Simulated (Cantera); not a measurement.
Feed: 1 mol Si, 2.3 mol NF3, 34 mol N2, at 0.285 Torr.

Equilibrium computed with Cantera from the NASA thermochemical tables; the gas is ideal and each condensed phase is pure. Candidate condensed phases: Si, Si3N4; 16 gas species. Equilibrium is a limit: real reactors are often held back by kinetics, nucleation or transport. All values below are at 452 °C.

Base state: N2 0.926, F2 0.0278, SiF4 0.0263, F 0.0200, NF3 0.000263 (mole fractions); condensed: gas only.

What changes in the equilibrium state with this change: NF3 from 2.3 to 1.3 mol?


```
species          before    after
-------------  --------  -------
N2                0.926    0.973
SiF4             0.0263   0.0274
F2               0.0278    <1e-9
F                0.0200    <1e-9
NF3            0.000263    <1e-9
Si3N4(s), mol         0  0.00833
```
